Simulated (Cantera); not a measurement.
# Low-pressure radical oxidation in H2/O2

An isothermal, constant-pressure homogeneous reactor starts with 1.38 % H₂, 98.3 % O₂, 0.295 % H₂O, at 975 K and 10.00 Torr.

Computed with Cantera and the H2/O2 subset of GRI-Mech 3.0, which has no nitrogen chemistry. Radical loss at walls, strong at low pressure, is not modelled.

| t (s) | x H₂ | x O₂ | x OH | x H₂O | x HO₂ | x O | x H |
|---|---|---|---|---|---|---|---|
| 3.00e-6 | 0.0138 | 0.983 | <1e-12 | 0.00295 | <1e-12 | <1e-12 | <1e-12 |
| 8.68e-6 | 0.0138 | 0.983 | <1e-12 | 0.00295 | <1e-12 | <1e-12 | <1e-12 |
| 2.51e-5 | 0.0138 | 0.983 | <1e-12 | 0.00295 | 1.64e-12 | <1e-12 | 1.51e-12 |
| 7.27e-5 | 0.0138 | 0.983 | <1e-12 | 0.00295 | 4.75e-12 | <1e-12 | 3.83e-12 |
| 0.000211 | 0.0138 | 0.983 | 5.55e-12 | 0.00295 | 1.38e-11 | 6.34e-12 | 8.44e-12 |
| 0.000609 | 0.0138 | 0.983 | 2.69e-11 | 0.00295 | 4.04e-11 | 3.79e-11 | 1.90e-11 |
| 0.00176 | 0.0138 | 0.983 | 1.66e-10 | 0.00295 | 1.21e-10 | 3.03e-10 | 8.31e-11 |
| 0.00510 | 0.0138 | 0.983 | 7.01e-9 | 0.00295 | 6.73e-10 | 1.40e-8 | 3.25e-9 |
| 0.0148 | 0.0131 | 0.983 | 0.000197 | 0.00349 | 3.33e-6 | 0.000409 | 0.000109 |
| 0.0428 | 0.000113 | 0.978 | 0.000389 | 0.0162 | 3.02e-6 | 0.00442 | 0.000538 |
| 0.124 | 2.13e-5 | 0.982 | 0.000172 | 0.0167 | 1.58e-6 | 0.00118 | 6.32e-5 |
| 0.358 | 3.35e-6 | 0.983 | 6.93e-5 | 0.0168 | 6.14e-7 | 0.000201 | 4.31e-6 |
| 1.04 | 4.34e-7 | 0.983 | 2.65e-5 | 0.0168 | 1.75e-7 | 2.88e-5 | 2.36e-7 |
| 3.00 | 5.97e-8 | 0.983 | 1.05e-5 | 0.0168 | 4.13e-8 | 4.49e-6 | 1.47e-8 |
x: mole fraction; the columns are a selection and need not sum to one.

Equilibrium at this temperature and pressure: H₂ 6.02e-12, O₂ 0.983, OH 1.24e-7, H₂O 0.0168, HO₂ 2.74e-10, O 6.24e-10, H <1e-12 (gas phase only).
